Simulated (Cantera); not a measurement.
Input: 1 mol V, 0.31 mol NH₃, 31 mol N₂, held at 2298 K and 1000 Pa.

Method: chemical equilibrium by Gibbs-energy minimisation in Cantera with the NASA 1993 tables (ideal gas, pure condensed phases). Candidate condensed phases: V, VN; 11 gas species. Condensed phases not in the tables: V₂N, N, O or C dissolved in the metal. Equilibrium is a limit: real reactors are often held back by kinetics, nucleation or transport.

Base state: N₂ 0.970, V 0.0108, H₂ 0.00975, H 0.00946 (mole fractions); condensed: V(l).

Task: What changes in the equilibrium state with this change: V replaced by Cr?

Result: 
```csv
species,before,after
N₂,0.970,0.951
Cr,0,0.0305
H₂,0.00975,0.00952
V,0.0108,0
H,0.00946,0.00934
"V(l), mol",0.654,0
```
Further candidate phases: Cr, CrN, Cr₂N.
